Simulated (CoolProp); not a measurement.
Saturation properties of n-decane (Tc = 617.7 K, pc = 2.101 MPa, ω = 0.488).

Model: reference Helmholtz-energy equation of state, Lemmon 2006, in CoolProp. It is a short technical equation, of lower accuracy than the large ones.

```tsv
T (K)	p (MPa)	liquid density (kg/m³)	enthalpy of vaporisation (kJ/kg)	surface tension (mN/m)	vapour viscosity (µPa s)
391.8	0.01925	652.1	309.6	15.0	6.83
396.1	0.02235	648.5	307.2	14.6	6.89
400.4	0.02586	644.9	304.8	14.2	6.96
404.7	0.02979	641.3	302.3	13.9	7.03
408.9	0.03409	637.8	299.8	13.5	7.10
413.2	0.03900	634.1	297.3	13.1	7.17
417.5	0.04447	630.4	294.8	12.8	7.24
421.8	0.05053	626.7	292.2	12.4	7.31
426.1	0.05724	622.9	289.6	12.1	7.37
430.4	0.06464	619.1	287.0	11.7	7.44
434.6	0.07258	615.4	284.4	11.4	7.51
438.9	0.08150	611.5	281.7	11.1	7.58
443.2	0.09126	607.6	279.0	10.7	7.65
```

It boils at 447.3 K under 1 atm.

Viscosity comes from a separate model (Huber 2004). Surface tension comes from a separate correlation (Mulero 2012).
